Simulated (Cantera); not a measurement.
Input (Python, Cantera):

```python
import numpy as np
import cantera as ct

gas = ct.Solution("SiF4_NH3_mec.yaml", "gas")
gas.TPX = 1900, 1333, {'NH3': 1, 'H2': 17}
reactor = ct.IdealGasConstPressureReactor(gas, energy="off", clone=False)
net = ct.ReactorNet([reactor])
net.rtol, net.atol = 1e-08, 1e-18
show = ['NH3', 'H2', 'N2H2', 'NH2', 'N2H4', 'N']
times = np.geomspace(0.0001, 3, 12)

steps = ct.SolutionArray(gas, extra=["t"])
rows = []
print(f"{'t/s':>10s}{'T/K':>9s}{'P/Pa':>11s}" + "".join(f"{s:>11s}" for s in show))
for t in times:
    while net.time < t:
        t_next = net.step()
        steps.append(gas.state, t=t_next)
    rows.append([np.interp(t, steps.t, y) for y in (steps.T, steps.P, *steps(*show).X.T)])
    print(f"{t:10.3e}{rows[-1][0]:9.1f}{rows[-1][1]:11.4g}" + "".join(f"{x:11.3e}" for x in rows[-1][2:]))
rate = np.gradient(steps.T, steps.t)
print("integrator steps:", len(steps.t))
if steps.T.max() > steps.T[0] + 200:
    print(f"time of steepest temperature rise: {steps.t[rate.argmax()]:.4e} s")
gas.TPX = 1900, 1333, {'NH3': 1, 'H2': 17}
gas.equilibrate("TP")
print(f"equilibrium (TP): T = {gas.T:.1f} K  " + "  ".join(f"{s} {gas[s].X[0]:.3e}" for s in show))
```

Output:

```
       t/s      T/K       P/Pa        NH3         H2       N2H2        NH2       N2H4          N
 1.000e-04   1900.0       1333  5.556e-02  9.444e-01  1.092e-14  9.651e-08  1.100e-16  5.769e-17
 2.553e-04   1900.0       1333  5.556e-02  9.444e-01  9.051e-14  2.194e-07  6.399e-16  1.467e-15
 6.517e-04   1900.0       1333  5.555e-02  9.444e-01  7.117e-13  5.332e-07  3.993e-15  2.918e-14
 1.664e-03   1900.0       1333  5.555e-02  9.444e-01  5.152e-12  1.334e-06  2.560e-14  5.221e-13
 4.247e-03   1900.0       1333  5.555e-02  9.444e-01  3.637e-11  3.378e-06  1.658e-13  8.947e-12
 1.084e-02   1900.0       1333  5.555e-02  9.444e-01  2.659e-10  8.592e-06  1.076e-12  1.500e-10
 2.767e-02   1900.0       1333  5.553e-02  9.443e-01  2.151e-09  2.187e-05  6.970e-12  2.481e-09
 7.064e-02   1900.0       1333  5.547e-02  9.441e-01  1.988e-08  5.510e-05  4.421e-11  3.963e-08
 1.803e-01   1900.0       1333  5.508e-02  9.439e-01  1.366e-07  1.174e-04  2.001e-10  3.844e-07
 4.604e-01   1900.0       1333  5.283e-02  9.450e-01  1.979e-07  1.342e-04  2.615e-10  6.230e-07
 1.175e+00   1900.0       1333  4.715e-02  9.479e-01  1.730e-07  1.243e-04  2.241e-10  6.218e-07
 3.000e+00   1900.0       1333  3.548e-02  9.540e-01  1.235e-07  1.024e-04  1.519e-10  6.165e-07
integrator steps: 535
equilibrium (TP): T = 1900.0 K  NH3 4.892e-08  H2 9.670e-01  N2H2 5.198e-16  NH2 9.636e-10  N2H4 1.352e-20  N 2.760e-10
```

Model: the gas-phase N/H chemistry of the illustrative SiF4/NH3 mechanism in the Surface Chemkin manual (1991), integrated in Cantera. Walls and surfaces, which speed up NH3 decomposition in real reactors, are not modelled.
